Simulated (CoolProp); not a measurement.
Vapour-liquid equilibrium of R141b (1) + n-pentane (2) at 290 kPa; x and y are mole fractions of (1).

The numbers come from the multi-fluid Helmholtz-energy mixture model, Lemmon 2006 and Thol 2019; pair parameters Bell 2016 in CoolProp.

```tsv
x	bubble temperature, mixture model (°C)	bubble temperature, Raoult's law (°C)	y, mixture model	y, Raoult's law
0.05	69.6	70.6	(withheld)	0.057
0.2	67.1	69.8	0.257	0.223
0.35	65.7	69.0	0.399	0.382
0.5	(withheld)	68.2	0.526	0.534
0.65	64.6	67.5	0.652	0.680
0.8	64.8	66.8	0.788	0.821
0.95	65.5	66.0	(withheld)	0.956
```

### Question
What belongs in the gaps?

### Answer

- 0.05, y, mixture model: 0.076
- 0.5, bubble temperature, mixture model (°C): 64.9
- 0.95, y, mixture model: 0.943

The largest gap from Raoult's law is -3.3 K in bubble temperature, at x = 0.5. y crosses x between x = 0.65 and 0.8: the model has an azeotrope there.

The pair parameters rest on a limited set of measurements; away from them the model extrapolates.
